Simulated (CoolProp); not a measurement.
Tetrahydrofuran along the isotherm 118.65 °C: Z from the reference equation and from simpler models built on Tc = 267.0 °C, pc = 53.04 bar, ω = 0.234; each cubic takes its own stable root.

Model: reference Helmholtz-energy equation of state, Fiedler 2023, in CoolProp.

```json
[
 {"p (bar)": "6.63", "phase": "liquid", "reference": "0.01902"},
 {"p (bar)": "13.3", "phase": "liquid", "reference": "0.03809"},
 {"p (bar)": "19.9", "phase": "liquid", "reference": "0.05690"},
 {"p (bar)": "26.5", "phase": "liquid", "reference": "0.07565"},
 {"p (bar)": "33.2", "phase": "liquid", "reference": "0.09462"},
 {"p (bar)": "39.8", "phase": "liquid", "reference": "0.1133"},
 {"p (bar)": "46.4", "phase": "liquid", "reference": "0.1319"},
 {"p (bar)": "53", "phase": "liquid", "reference": "0.1504"},
 {"p (bar)": "59.7", "phase": "liquid", "reference": "0.1691"},
 {"p (bar)": "66.3", "phase": "liquid", "reference": "0.1876"},
 {"p (bar)": "72.9", "phase": "liquid", "reference": "0.2060"},
 {"p (bar)": "79.6", "phase": "liquid", "reference": "0.2246"}
]
```

### Question
How far does each simpler model (van der Waals, Redlich-Kwong, Soave-Redlich-Kwong) lie from the reference over these 12 states: mean and median of the absolute difference, and the worst?

### Answer
- van der Waals: mean 446.7 %, median 59.4 %, worst +4708.1 % at 118.65 °C and 6.63 bar
- Redlich-Kwong: mean 11.5 %, median 11.4 %, worst +12.6 % at 118.65 °C and 6.63 bar
- Soave-Redlich-Kwong: mean 7.7 %, median 7.7 %, worst +8.3 % at 118.65 °C and 6.63 bar

At some of these states van der Waals gives the other phase, because its saturation line lies elsewhere.
